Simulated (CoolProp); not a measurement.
A closed Brayton cycle with dry air: compressor inlet 319.15 K and 1.8 MPa, high pressure 6.19 MPa, turbine inlet 930 K, compressor efficiency 0.8, turbine efficiency 0.85, recuperator effectiveness 0.95 (on enthalpy, no pinch check). Each further row changes one setting.

Computed with CoolProp (reference Helmholtz-energy equation of state, Lemmon 2000). It is a pseudo-pure fit of the blend.

```json
[
 {"case": "as stated", "thermal efficiency (%)": "27.9", "net work (kJ/kg)": "71.7", "compressor to turbine work": "0.70", "compressor exit (K)": "487.4", "turbine exit (K)": "712.5"},
 {"case": "turbine inlet 880 K", "thermal efficiency (%)": "24.2", "net work (kJ/kg)": "58.4", "compressor to turbine work": "0.75", "compressor exit (K)": "487.4", "turbine exit (K)": "672.5"},
 {"case": "compressor inlet 329.15 K", "thermal efficiency (%)": "25.9", "net work (kJ/kg)": "66.2", "compressor to turbine work": "0.73", "compressor exit (K)": "502.3", "turbine exit (K)": "712.5"},
 {"case": "high pressure 5.26 MPa", "thermal efficiency (%)": "30.3", "net work (kJ/kg)": "70.2", "compressor to turbine work": "0.67", "compressor exit (K)": "461.9", "turbine exit (K)": "737.8"},
 {"case": "recuperator effectiveness 0.5", "thermal efficiency (%)": "19.7", "net work (kJ/kg)": "71.7", "compressor to turbine work": "0.70", "compressor exit (K)": "487.4", "turbine exit (K)": "712.5"}
]
```
